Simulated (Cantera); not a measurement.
What does this Cantera script print?

```python
import numpy as np
import cantera as ct

gas_names = """
    CL CL2 H HCL H2 N NH NH2 NH3 N2 N2H2 N2H4 Si SiCL SiCL2 SiCL3 SiCL4 SiH SiHCL3 SiH2 SiH2CL2 SiH3
    SiH3CL SiH4 SiN Si2 Si2N Si3
""".split()
cond_names = """
    NH4CL(a) NH4CL(b) Si(cr) Si(L) Si3N4(a)
""".split()


# ... load() reads the species with a 1 bar reference pressure and builds the phases ...
atoms = {
    'Si2Cl6': {'Si': 2, 'CL': 6},
    'NH3': {'N': 1, 'H': 3},
    'H2': {'H': 2},
}
top_T = {'Si3N4(a)': 2400}  # K; cautious upper limits of use, not melting points


# ... equilibrate(T, P, feed) seeds the gas with the atoms and calls Mixture.equilibrate('TP', solver="vcs", rtol=1e-11, max_steps=5000) ...
results = []
P = 33  # Pa
for T in [1198, 1248, 1298, 1348, 1398, 1448, 1498, 1548, 1598, 1648]:
    for m in [0.25, 0.31, 0.39, 0.48, 0.59, 0.73, 0.9, 1.1, 1.4]:
        feed = {'Si2Cl6': 1, 'NH3': m, 'H2': 19}  # mol
        mix = equilibrate(T, P, feed)
        results.append((T, P, feed, dict(zip(mix.species_names, mix.species_moles))))

for T, P, feed, n in results:
    print(f"{T:7g} {feed['NH3']:10.4g}  " + (" + ".join(c for c in cond_names if n.get(c, 0) > 1e-12) or "gas only"))
```

Output:

```
   1198       0.25  Si(cr) + Si3N4(a)
   1198       0.31  Si(cr) + Si3N4(a)
   1198       0.39  Si(cr) + Si3N4(a)
   1198       0.48  Si(cr) + Si3N4(a)
   1198       0.59  Si(cr) + Si3N4(a)
   1198       0.73  Si(cr) + Si3N4(a)
   1198        0.9  Si3N4(a)
   1198        1.1  Si3N4(a)
   1198        1.4  Si3N4(a)
   1248       0.25  Si(cr) + Si3N4(a)
   1248       0.31  Si(cr) + Si3N4(a)
   1248       0.39  Si(cr) + Si3N4(a)
   1248       0.48  Si(cr) + Si3N4(a)
   1248       0.59  Si(cr) + Si3N4(a)
   1248       0.73  Si(cr) + Si3N4(a)
   1248        0.9  Si3N4(a)
   1248        1.1  Si3N4(a)
   1248        1.4  Si3N4(a)
   1298       0.25  Si(cr) + Si3N4(a)
   1298       0.31  Si(cr) + Si3N4(a)
   1298       0.39  Si(cr) + Si3N4(a)
   1298       0.48  Si(cr) + Si3N4(a)
   1298       0.59  Si(cr) + Si3N4(a)
   1298       0.73  Si(cr) + Si3N4(a)
   1298        0.9  Si3N4(a)
   1298        1.1  Si3N4(a)
   1298        1.4  Si3N4(a)
   1348       0.25  Si(cr) + Si3N4(a)
   1348       0.31  Si(cr) + Si3N4(a)
   1348       0.39  Si(cr) + Si3N4(a)
   1348       0.48  Si(cr) + Si3N4(a)
   1348       0.59  Si(cr) + Si3N4(a)
   1348       0.73  Si(cr) + Si3N4(a)
   1348        0.9  Si(cr) + Si3N4(a)
   1348        1.1  Si3N4(a)
   1348        1.4  Si3N4(a)
   1398       0.25  Si(cr)
   1398       0.31  Si(cr)
   1398       0.39  Si(cr)
   1398       0.48  Si(cr)
   1398       0.59  Si(cr)
   1398       0.73  Si(cr)
   1398        0.9  Si(cr) + Si3N4(a)
   1398        1.1  Si(cr) + Si3N4(a)
   1398        1.4  Si(cr) + Si3N4(a)
   1448       0.25  Si(cr)
   1448       0.31  Si(cr)
   1448       0.39  Si(cr)
   1448       0.48  Si(cr)
   1448       0.59  Si(cr)
   1448       0.73  Si(cr)
   1448        0.9  Si(cr)
   1448        1.1  Si(cr)
   1448        1.4  Si(cr)
   1498       0.25  Si(cr)
   1498       0.31  Si(cr)
   1498       0.39  Si(cr)
   1498       0.48  Si(cr)
   1498       0.59  Si(cr)
   1498       0.73  Si(cr)
   1498        0.9  Si(cr)
   1498        1.1  Si(cr)
   1498        1.4  Si(cr)
   1548       0.25  Si(cr)
   1548       0.31  Si(cr)
   1548       0.39  Si(cr)
   1548       0.48  Si(cr)
   1548       0.59  Si(cr)
   1548       0.73  Si(cr)
   1548        0.9  Si(cr)
   1548        1.1  Si(cr)
   1548        1.4  Si(cr)
   1598       0.25  Si(cr)
   1598       0.31  Si(cr)
   1598       0.39  Si(cr)
   1598       0.48  Si(cr)
   1598       0.59  Si(cr)
   1598       0.73  Si(cr)
   1598        0.9  Si(cr)
   1598        1.1  Si(cr)
   1598        1.4  Si(cr)
   1648       0.25  Si(cr)
   1648       0.31  Si(cr)
   1648       0.39  Si(cr)
   1648       0.48  Si(cr)
   1648       0.59  Si(cr)
   1648       0.73  Si(cr)
   1648        0.9  Si(cr)
   1648        1.1  Si(cr)
   1648        1.4  Si(cr)
```

Cantera equilibrium calculation (NASA polynomials, part measured and part estimated; ideal gas, pure solids and liquids). The feed counts by its element totals alone. Mutual solubility and eutectic melting of coexisting phases are not modelled. The tables' values for SiCl3 are old estimates.
